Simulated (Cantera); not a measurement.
A closed system holds: 1 mol FeS₂, a varied amount of O₂, 1.9 mol N₂, at 1475 K and 1.00 bar.

Cantera equilibrium calculation (NASA polynomials, part measured and part estimated; ideal gas, pure solids and liquids). Candidate condensed phases: Fe, FeO, FeS, FeSO₄, FeS₂, Fe₂O₃, Fe₂(SO₄)₃, Fe₃O₄, S; 19 gas species. Metal and sulfide melt together well below either melting point, which pure phases cannot show. Mutual solubility and eutectic melting of coexisting phases are not modelled. The tables' stoichiometric FeO is somewhat more stable than real wüstite, so its field is too wide. FeO, FeS: taken at fixed stoichiometry. The numbers say what is thermodynamically allowed, not how fast it happens.

x: gas mole fraction; n: condensed amount in mol.

| n(O₂) (mol) | x N₂ | x SO₂ | x O₂ | x S₂ | x SO₃ | x S₂O | n FeS(l) | n FeO(s) | n Fe₃O₄(s) | n Fe₂O₃(s) |
|---|---|---|---|---|---|---|---|---|---|---|
| 0.71 | 0.690 | 0.256 | 1.17e-9 | 0.0502 | (withheld) | 0.00269 | 1.00 | 0 | 0 | 0 |
| 1.3 | 0.601 | 0.337 | 1.44e-9 | 0.0572 | (withheld) | 0.00341 | 0.546 | 0.454 | 0 | 0 |
| 1.8 | 0.541 | 0.389 | 1.59e-9 | 0.0630 | (withheld) | 0.00394 | 0.155 | 0.845 | 0 | 0 |
| 2.4 | 0.494 | 0.489 | 4.32e-9 | 0.0134 | (withheld) | 0.00138 | 0 | 0.913 | 0.0289 | 0 |
| 2.9 | 0.470 | 0.491 | 0.0350 | <1e-12 | (withheld) | <1e-12 | 0 | 0 | 0 | 0.500 |
| 3.5 | 0.410 | 0.424 | 0.158 | <1e-12 | (withheld) | <1e-12 | 0 | 0 | 0 | 0.500 |
| 4 | 0.370 | 0.382 | 0.239 | <1e-12 | 0.00795 | <1e-12 | 0 | 0 | 0 | 0.500 |
| 4.6 | 0.331 | 0.341 | 0.319 | <1e-12 | 0.00819 | <1e-12 | 0 | 0 | 0 | 0.500 |
| 5.1 | 0.305 | 0.313 | 0.373 | <1e-12 | 0.00814 | <1e-12 | 0 | 0 | 0 | 0.500 |
| 5.7 | 0.278 | 0.285 | 0.428 | <1e-12 | 0.00794 | <1e-12 | 0 | 0 | 0 | 0.500 |

Complete the blanks.


- 0.71, x SO₃: 3.71e-7
- 1.3, x SO₃: 5.43e-7
- 1.8, x SO₃: 6.60e-7
- 2.4, x SO₃: 1.37e-6
- 2.9, x SO₃: 0.00391
- 3.5, x SO₃: 0.00718
